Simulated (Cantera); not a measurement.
A Cantera script and what it prints.

```python
import numpy as np
import cantera as ct

gas_names = """
    H HO2 H2 H2O H2O2 Li LiH LiO LiOH Li2 Li2O Li2O2 Li2O2H2 O OH O2 O3
""".split()
cond_names = """
    H2O(s) H2O(L) Li(cr) Li(L) LiH(s) LiH(L) LiOH(s) LiOH(L) Li2O(s) Li2O(L)
""".split()


# ... load() reads the species with a 1 bar reference pressure and builds the phases ...
atoms = {
    'LiOH': {'Li': 1, 'O': 1, 'H': 1},
    'H2O': {'H': 2, 'O': 1},
}
top_T = {}  # K; cautious upper limits of use, not melting points


# ... equilibrate(T, P, feed) seeds the gas with the atoms and calls Mixture.equilibrate('TP', solver="vcs", rtol=1e-11, max_steps=5000) ...
results = []
feed = {'LiOH': 1, 'H2O': 2.3}  # mol
P = 13332.2  # Pa
for T in [1375, 1475, 1575, 1675, 1775, 1875, 1975, 2075, 2175]:
    mix = equilibrate(T, P, feed)
    results.append((T, P, feed, dict(zip(mix.species_names, mix.species_moles))))
    x = sorted(zip(gas.X, gas.species_names), reverse=True)
    print(f"T = {T:g} K  P = {P:g} Pa  gas = {mix.phase_moles(0):.4g} mol")
    print("   x: " + "  ".join(f"{s} {v:.3e}" for v, s in x if v > 0.001))
    print("   condensed (mol): " + ("  ".join(f"{mix.phase(i).name} {mix.phase_moles(i):.4g}"
          for i in range(1, mix.n_phases) if mix.phase_moles(i) > 1e-12) or "none"))
```

It prints:

```
T = 1375 K  P = 13332.2 Pa  gas = 2.832 mol
   x: H2O 9.765e-01  LiOH 2.278e-02
   condensed (mol): Li2O(s) 0.4662
T = 1475 K  P = 13332.2 Pa  gas = 2.893 mol
   x: H2O 9.346e-01  LiOH 6.397e-02
   condensed (mol): Li2O(s) 0.4047
T = 1575 K  P = 13332.2 Pa  gas = 3.031 mol
   x: H2O 8.457e-01  LiOH 1.516e-01  Li2O2H2 1.501e-03
   condensed (mol): Li2O(s) 0.2654
T = 1675 K  P = 13332.2 Pa  gas = 3.296 mol
   x: H2O 6.968e-01  LiOH 2.986e-01  Li2O2H2 1.896e-03  H2 1.227e-03
   condensed (mol): none
T = 1775 K  P = 13332.2 Pa  gas = 3.303 mol
   x: H2O 6.942e-01  LiOH 2.999e-01  H2 2.409e-03  O2 1.127e-03
   condensed (mol): none
T = 1875 K  P = 13332.2 Pa  gas = 3.31 mol
   x: H2O 6.907e-01  LiOH 2.994e-01  H2 4.396e-03  O2 2.056e-03  OH 1.458e-03
   condensed (mol): none
T = 1975 K  P = 13332.2 Pa  gas = 3.32 mol
   x: H2O 6.854e-01  LiOH 2.976e-01  H2 7.530e-03  O2 3.528e-03  OH 2.821e-03  Li 1.813e-03
   condensed (mol): none
T = 2075 K  P = 13332.2 Pa  gas = 3.336 mol
   x: H2O 6.770e-01  LiOH 2.943e-01  H2 1.220e-02  O2 5.736e-03  OH 5.104e-03  Li 3.491e-03
   condensed (mol): none
T = 2175 K  P = 13332.2 Pa  gas = 3.361 mol
   x: H2O 6.646e-01  LiOH 2.890e-01  H2 1.880e-02  O2 8.890e-03  OH 8.703e-03  Li 6.302e-03  H 1.833e-03
   condensed (mol): none
```

Equilibrium computed with Cantera from the NASA thermochemical tables; the gas is ideal and each condensed phase is pure.
